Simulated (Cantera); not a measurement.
A closed system holds: 1 mol Fe, a varied amount of CO₂, 3.3 mol N₂, held at 1775 K and 0.100 bar.

Points: n(CO2) (mol) = 0.034, 0.061, 0.11, 0.19, 0.33, 0.59, 1, 1.8, 3.2, 5.7, 10, 18.

Cantera's Mixture.equilibrate('TP', solver="vcs", rtol=1e-11, max_steps=5000) on the NASA tables stopped like this:

```
*******************************************************************************
CanteraError thrown by VCS_SOLVE::solve_tp_inner:
vcs_solve_TP: ERROR on step change wt[30:Fe2O3(s)]: -8.673617379884035e-19 < 0.0
*******************************************************************************
```

### Question
What got this run through?

### Answer
One answer among several that fit: The failure is numerical, not chemical. The same input converged with solver="gibbs", rtol=1e-10, max_steps=50000, and the result passed a check of the equilibrium conditions:
```
log10 of partial pressures in bar; condensed amounts in mol
    n(CO2)        N2       CO2        CO        Fe        O2        NO     Fe(d)    FeO(L)
     0.034    -1.005    -3.951    -3.042    -4.691    -9.419    -7.240    0.9691   0.03026
     0.061    -1.008    -3.701    -2.792    -4.691    -9.419    -7.242     0.945    0.0543
      0.11    -1.014    -3.451    -2.542    -4.691    -9.419    -7.245    0.9014   0.09792
      0.19    -1.024    -3.224    -2.315    -4.691    -9.419    -7.250    0.8301    0.1691
      0.33    -1.041    -3.001    -2.092    -4.691    -9.419    -7.259    0.7055    0.2938
      0.59    -1.072    -2.779    -1.870    -4.691    -9.419    -7.274     0.474    0.5252
         1    -1.115    -2.593    -1.684    -4.691    -9.419    -7.295    0.1089    0.8902
       1.8    -1.189    -1.804    -1.708    -5.503    -7.795    -6.520         0    0.9998
       3.2    -1.294    -1.470    -1.813    -5.942    -6.916    -6.134         0    0.9999
       5.7    -1.436    -1.282    -1.954    -6.272    -6.257    -5.875         0    0.9999
        10    -1.605    -1.170    -2.124    -6.554    -5.694    -5.678         0    0.9999
        18    -1.810    -1.098    -2.327    -6.829    -5.144    -5.505         0    0.9999
```

The gas is ideal and each condensed phase is pure. Mutual solubility and eutectic melting of coexisting phases are not modelled. The tables' stoichiometric FeO is somewhat more stable than real wüstite, so its field is too wide. FeO: taken at fixed stoichiometry.
